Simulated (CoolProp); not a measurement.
Model: reference Helmholtz-energy equation of state, Lemmon 2006, in CoolProp. It is a short technical equation, of lower accuracy than the large ones.

For neopentane, give the phase and the density (kg/m³), Joule-Thomson coefficient (K/MPa), fugacity coefficient at 276.85 °C and 12.4 MPa.


- 276.85 °C and 12.4 MPa: supercritical; density 293, Joule-Thomson coefficient 1.42, fugacity coefficient 0.581
